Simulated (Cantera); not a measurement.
## Premixed flame

A freely propagating, adiabatic, planar premixed flame of 9.34 % CH4, 19.0 % O2, 71.6 % N2, equivalence ratio 0.98, unburnt at 400 K and 100.0 Torr; mixture-averaged transport, grid criteria slope 0.08 and curve 0.16, no radiation.

Cantera simulation using GRI-Mech 3.0 (53 species, 325 reactions); the numbers are that mechanism's predictions, not measurements. Burning velocities carry a grid error of a few per cent, more on coarse grids.

```tsv
z (mm)	T (K)	u (m/s)	x CH4	x O2	x N2O	x H2O	x CH2CO	x C2H4
-6.65	400	0.940	0.0933	0.190	<1e-8	2.05e-6	<1e-8	<1e-8
-4.44	400	0.942	0.0932	0.190	<1e-8	4.10e-5	<1e-8	<1e-8
-3.33	402	0.949	0.0929	0.190	<1e-8	0.000297	<1e-8	9.10e-8
-2.22	436	1.03	0.0906	0.187	<1e-8	0.00385	3.38e-8	3.12e-6
-1.11	801	1.93	0.0688	0.161	<1e-8	0.0403	5.78e-6	0.000105
-0.554	1218	2.98	0.0392	0.121	<1e-8	0.0827	3.95e-5	0.000316
0	1611	3.98	0.0104	0.0728	<1e-8	0.126	6.47e-5	0.000247
0.554	1771	4.38	0.00101	0.0435	1.13e-8	0.147	1.41e-5	2.01e-5
1.11	1804	4.45	5.13e-5	0.0325	1.41e-8	0.153	7.50e-7	4.09e-7
2.22	1828	4.49	1.11e-7	0.0269	1.49e-8	0.152	<1e-8	<1e-8
4.44	1854	4.54	<1e-8	0.0247	1.46e-8	0.151	<1e-8	<1e-8
8.87	1891	4.61	<1e-8	0.0234	1.50e-8	0.153	<1e-8	<1e-8
17.7	1944	4.72	<1e-8	0.0218	1.62e-8	0.157	<1e-8	<1e-8
```
x: mole fraction of selected species; z is measured from the peak of heat release.

| Property | Result |
|---|---|
| laminar burning velocity | 94.0 cm/s |
| thermal thickness | 2.22 mm |
| peak x(CH2CO) | 6.90e-5 |
| peak x(C2H4) | 0.000367 |
| grid points | 167 |
